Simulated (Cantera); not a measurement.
A closed system holds: 1 mol MgCO3, 0.85 mol O2, 0.1 mol H2O, held at 1948 K and 10000 Pa.

These are equilibrium values from Cantera (NASA tables, ideal gas, pure condensed phases), not measurements of a reactor. Candidate condensed phases: C, C6H6, C7H8, C8H18, H2O, Mg, MgCO3, MgO, Mg(OH)2; 116 gas species. Equilibrium is a limit: real reactors are often held back by kinetics, nucleation or transport.

Problem. What is the equilibrium state?

Solution. 
```
Property                                   Result
--------------------------------------  ---------
x(CO2)                                      0.510
x(O2)                                       0.435
x(H2O)                                     0.0499
x(OH)                                     0.00238
x(CO)                                     0.00207
x(O)                                     0.000926
x(H2)                                     4.61e-5
x(H)                                      2.43e-5
x(HO2)                                    1.57e-6
n(MgO(s))                               1.000 mol
gas amount                              1.954 mol
log10 activity of Mg(l) (absent)            -9.61
log10 activity of C(graphite) (absent)     -10.56
```
